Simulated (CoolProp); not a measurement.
Tetrahydrofuran at several states: density (kg/m³) from the reference equation and from simpler models built on Tc = 267.0 °C, pc = 5304 kPa, ω = 0.234; each cubic takes its own stable root.

Values from CoolProp's reference Helmholtz-energy equation of state, Fiedler 2023.

```csv
T (°C),p (kPa),phase,reference
187.65,2600,liquid,673.8
147.65,239,gas,5.103
42.55,88.6,liquid,862.5
```

### Question
How far does each simpler model (van der Waals, Peng-Robinson) lie from the reference over these 3 states: mean and median of the absolute difference, and the worst?

### Answer
- van der Waals: mean 63.5 %, median 89.8 %, worst -99.7 % at 42.55 °C and 88.6 kPa
- Peng-Robinson: mean 2.0 %, median 0.8 %, worst +5.0 % at 42.55 °C and 88.6 kPa

At some of these states van der Waals gives the other phase, because its saturation line lies elsewhere.
